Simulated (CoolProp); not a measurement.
Vapour-liquid equilibrium of cyclopentane (1) + octamethylcyclotetrasiloxane (D4) (2) at 94.55 °C; x and y are mole fractions of (1).

Model: multi-fluid Helmholtz-energy mixture model, Gedanitz 2015 and Thol 2015; pair parameters Bell 2016, in CoolProp.

```
x     bubble pressure, mixture model (bar)  bubble pressure, Raoult's law (bar)  y, mixture model  y, Raoult's law
----  ------------------------------------  -----------------------------------  ----------------  ---------------
0.05                                0.1858                               0.2488             0.640            0.735
0.2                                 0.5703                               0.7867             0.898            0.929
0.35                                 1.016                                1.325             0.953            0.966
0.5                                  1.528                                1.862             0.976            0.981
0.65                                 2.112                                2.400             0.988            0.990
0.8                                  2.763                                2.938             0.995            0.995
0.95                                 3.444                                3.476             0.999            0.999
```

The largest gap from Raoult's law is -27.5 % in bubble pressure, at x = 0.2. No azeotrope shows between x = 0.05 and 0.95.

Pair parameters are fitted to limited data, so mixtures are less certain than the pure fluids.
